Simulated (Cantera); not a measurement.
# Thermodynamics of fluorocarbon and chlorocarbon gases, feed CCl₄ + H₂

Feed: 1 mol CCl₄, 1.5 mol H₂, equilibrated at 7.50 Torr.

Method: chemical equilibrium by Gibbs-energy minimisation in Cantera with the NASA 1993 tables (ideal gas, pure condensed phases). Candidate condensed phases: C, C₆H₆, C₇H₈, C₈H₁₈; 91 gas species. The tables' values for CCl are old estimates; treat these amounts as uncertain. Kinetics and transport are ignored.

From 1948 K to 2998 K the condensed part is C(graphite). At 3148 K nothing is condensed. The main C-bearing gas is C₂HCl at 1948 K and C₃ at 3148 K.

| T (K) | x HCl | x Cl | x H | x H₂ | x C₃ | x C | n C(graphite) |
|---|---|---|---|---|---|---|---|
| 1948 | 0.749 | 0.248 | 0.000289 | 0.000653 | 7.43e-10 | 9.63e-10 | 1.000 |
| 2098 | 0.735 | 0.258 | 0.00199 | 0.00418 | 2.76e-8 | 2.28e-8 | 1.000 |
| 2248 | 0.688 | 0.285 | 0.00942 | 0.0164 | 6.25e-7 | 3.52e-7 | 0.999 |
| 2398 | 0.591 | 0.340 | 0.0308 | 0.0381 | 9.48e-6 | 3.86e-6 | 0.997 |
| 2548 | 0.456 | 0.410 | 0.0749 | 0.0586 | 0.000103 | 3.18e-5 | 0.990 |
| 2698 | 0.311 | 0.476 | 0.144 | 0.0656 | 0.000857 | 0.000207 | 0.964 |
| 2848 | 0.185 | 0.521 | 0.228 | 0.0556 | 0.00564 | 0.00110 | 0.848 |
| 2998 | 0.0935 | 0.530 | 0.296 | 0.0355 | 0.0305 | 0.00497 | 0.249 |
| 3148 | 0.0456 | 0.532 | 0.343 | 0.0199 | 0.0367 | 0.0124 | 0 |
x: gas mole fraction; n: condensed amount in mol.
